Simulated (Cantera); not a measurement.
## Stirred combustor or abatement burner

A perfectly stirred reactor is fed with C3H8 : O2 : N2 = 1 : 3.33 : 12.5 (molar parts), equivalence ratio 1.5, at 100000 Pa; it is adiabatic with a 475 K inlet, and is followed from long to short residence time, starting on the burning branch (τ in s: 0.13, 0.056, 0.023, 0.0096, 0.004, 0.0016, 0.00068, 0.00028, 0.00012, 4.9e-05, 2e-05, 8.4e-06, 3.5e-06).

Detailed kinetics in Cantera: GRI-Mech 3.0 (53 species, 325 reactions). GRI-Mech 3.0 was tuned for natural gas; its chemistry of propane as a main component is partial and can be far from experiment.

```json
[
 {"τ (s)": "0.13", "T (K)": "2086", "x C3H8": "2.96e-7", "x O2": "5.52e-5", "x C2H": "5.52e-8", "x OH": "0.000487", "x CH2O": "9.39e-7", "x CH3": "1.87e-5"},
 {"τ (s)": "0.056", "T (K)": "2081", "x C3H8": "5.94e-7", "x O2": "9.88e-5", "x C2H": "1.02e-7", "x OH": "0.000618", "x CH2O": "1.66e-6", "x CH3": "3.02e-5"},
 {"τ (s)": "0.023", "T (K)": "2075", "x C3H8": "1.23e-6", "x O2": "0.000184", "x C2H": "1.93e-7", "x OH": "0.000785", "x CH2O": "3.04e-6", "x CH3": "5.01e-5"},
 {"τ (s)": "0.0096", "T (K)": "2067", "x C3H8": "2.57e-6", "x O2": "0.000348", "x C2H": "3.67e-7", "x OH": "0.000958", "x CH2O": "5.66e-6", "x CH3": "8.59e-5"},
 {"τ (s)": "0.0040", "T (K)": "2058", "x C3H8": "5.57e-6", "x O2": "0.000685", "x C2H": "7.16e-7", "x OH": "0.00112", "x CH2O": "1.10e-5", "x CH3": "0.000156"},
 {"τ (s)": "0.0016", "T (K)": "2045", "x C3H8": "1.31e-5", "x O2": "0.00146", "x C2H": "1.44e-6", "x OH": "0.00125", "x CH2O": "2.29e-5", "x CH3": "0.000303"},
 {"τ (s)": "0.00068", "T (K)": "2023", "x C3H8": "3.06e-5", "x O2": "0.00308", "x C2H": "2.58e-6", "x OH": "0.00135", "x CH2O": "4.62e-5", "x CH3": "0.000564"},
 {"τ (s)": "0.00028", "T (K)": "1973", "x C3H8": "8.22e-5", "x O2": "0.00721", "x C2H": "4.02e-6", "x OH": "0.00136", "x CH2O": "0.000100", "x CH3": "0.00106"},
 {"τ (s)": "0.00012", "T (K)": "475", "x C3H8": "0.0594", "x O2": "0.198", "x C2H": "<1e-12", "x OH": "<1e-12", "x CH2O": "<1e-12", "x CH3": "<1e-12"},
 {"τ (s)": "4.9e-5", "T (K)": "475", "x C3H8": "0.0594", "x O2": "0.198", "x C2H": "<1e-12", "x OH": "<1e-12", "x CH2O": "<1e-12", "x CH3": "<1e-12"},
 {"τ (s)": "2.0e-5", "T (K)": "475", "x C3H8": "0.0594", "x O2": "0.198", "x C2H": "<1e-12", "x OH": "<1e-12", "x CH2O": "<1e-12", "x CH3": "<1e-12"},
 {"τ (s)": "8.4e-6", "T (K)": "475", "x C3H8": "0.0594", "x O2": "0.198", "x C2H": "<1e-12", "x OH": "<1e-12", "x CH2O": "<1e-12", "x CH3": "<1e-12"},
 {"τ (s)": "3.5e-6", "T (K)": "475", "x C3H8": "0.0594", "x O2": "0.198", "x C2H": "<1e-12", "x OH": "<1e-12", "x CH2O": "<1e-12", "x CH3": "<1e-12"}
]
```
x: mole fraction; the columns are a selection and need not sum to one.
